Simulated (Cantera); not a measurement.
A closed system holds: 1 mol BF3, 6.3 mol O2, 0.56 mol H2, 0.95 mol NH3, held at 800 K and 255 Torr.

Cantera equilibrium calculation (NASA polynomials, part measured and part estimated; ideal gas, pure solids and liquids). Candidate condensed phases: B, BN, B2O3, B3O3H3, H2O; 62 gas species. The numbers say what is thermodynamically allowed, not how fast it happens.

Base state: O2 0.601, H2O 0.193, BF3 0.0902, HF 0.0550, N2 0.0538, B3O3F3 0.00468, (HBO2)3 0.00299 (mole fractions); condensed: gas only.

**Question.** What changes in the equilibrium state with this change: temperature from 800 K to 1173 K?

**Answer.** 
```json
[
 {"species": "O2", "before": "0.601", "after": "0.592"},
 {"species": "H2O", "before": "0.193", "after": "0.158"},
 {"species": "HF", "before": "0.0550", "after": "0.125"},
 {"species": "BF3", "before": "0.0902", "after": "0.0616"},
 {"species": "N2", "before": "0.0538", "after": "0.0530"},
 {"species": "BOF", "before": "1.36e-7", "after": "0.00108"},
 {"species": "HBO2", "before": "8.53e-8", "after": "0.000382"},
 {"species": "BOF2", "before": "3.72e-8", "after": "1.30e-5"},
 {"species": "NO", "before": "8.85e-7", "after": "6.90e-5"},
 {"species": "B2O3(l), mol", "before": "0", "after": "0.105"}
]
```
Gases not in the tables: H3BO3.
